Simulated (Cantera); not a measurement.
Cu2O + CO + N2 (carbothermic reduction)

A closed system holds: 1 mol Cu2O, 0.71 mol CO, 8 mol N2, equilibrated at 170000 Pa.

Method: chemical equilibrium by Gibbs-energy minimisation in Cantera with the NASA 1993 tables (ideal gas, pure condensed phases). Candidate condensed phases: C, Cu, CuO, Cu2O; 27 gas species. Each liquid is taken as pure. Mutual solubility and eutectic melting of coexisting phases are not modelled. Equilibrium is a limit: real reactors are often held back by kinetics, nucleation or transport.

From 1277 °C to 1727 °C the condensed part is Cu(l) + Cu2O(l). The main Cu-bearing gas is Cu throughout.

| T (°C) | x N2 | x CO2 | x O2 | x Cu | x NO | x CO | x O | x CuO | n Cu(l) | n Cu2O(l) |
|---|---|---|---|---|---|---|---|---|---|---|
| 1277 | 0.918 | 0.0814 | 0.000126 | 1.09e-5 | 4.09e-5 | 5.63e-5 | 6.73e-8 | 2.97e-8 | 1.42 | 0.288 |
| 1352 | 0.918 | 0.0814 | 0.000305 | 3.36e-5 | 8.85e-5 | 9.84e-5 | 2.61e-7 | 1.27e-7 | 1.43 | 0.285 |
| 1427 | 0.918 | 0.0813 | 0.000681 | 9.34e-5 | 0.000178 | 0.000164 | 8.94e-7 | 4.77e-7 | 1.44 | 0.278 |
| 1502 | 0.917 | 0.0811 | 0.00141 | 0.000238 | 0.000337 | 0.000262 | 2.76e-6 | 1.59e-6 | 1.47 | 0.265 |
| 1577 | 0.915 | 0.0808 | 0.00273 | 0.000559 | 0.000602 | 0.000404 | 7.73e-6 | 4.76e-6 | 1.51 | 0.240 |
| 1652 | 0.912 | 0.0804 | 0.00499 | 0.00123 | 0.00103 | 0.000601 | 1.99e-5 | 1.30e-5 | 1.59 | 0.198 |
| 1727 | 0.906 | 0.0797 | 0.00869 | 0.00253 | 0.00167 | 0.000867 | 4.78e-5 | 3.29e-5 | 1.72 | 0.129 |
x: gas mole fraction; n: condensed amount in mol.
